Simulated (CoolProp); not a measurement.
Aqueous methanol as a coolant, at -20 °C, 1 atm.

Model: Melinder's fits for secondary coolants, in CoolProp.

```
mass %  freezing point (°C)  Prandtl number  density (kg/m³)  viscosity (mPa s)  conductivity (W/(m K))
------  -------------------  --------------  ---------------  -----------------  ----------------------
27.4                  -22.7            84.4            969.5               9.25                   0.412
31.7                  -27.7            86.2            965.4               9.37                   0.396
36                    -33.2            85.8            960.8               9.23                   0.381
40.3                  -39.1            83.4            955.4               8.87                   0.366
44.6                  -45.6            79.4            949.4               8.34                   0.351
48.9                  -52.6            74.1            942.8               7.71                   0.338
```
